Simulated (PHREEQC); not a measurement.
Synthetic water in mmol/kgw, 25 °C, pH 8.03, pe 10.1: Na 71; K 0.354; Ca 2.59; Mg 5.65; Cl 86.4; S(6) 0.254; Alkalinity (meq/kgw) 0.145; Zn 0.0113.

Valence states are taken as typed.

Computed with PHREEQC (ion-association model, wateq4f.dat).

Question: The ionic strength comes out as 0.0957 mol/kgw. What activity coefficients do NaSO4-, CO3-2, Zn+2, HCO3-, Ca+2 get?

Answer: NaSO4- 0.79, CO3-2 0.39, Zn+2 0.41, HCO3- 0.79, Ca+2 0.40.

Precipitation was switched off in this run.
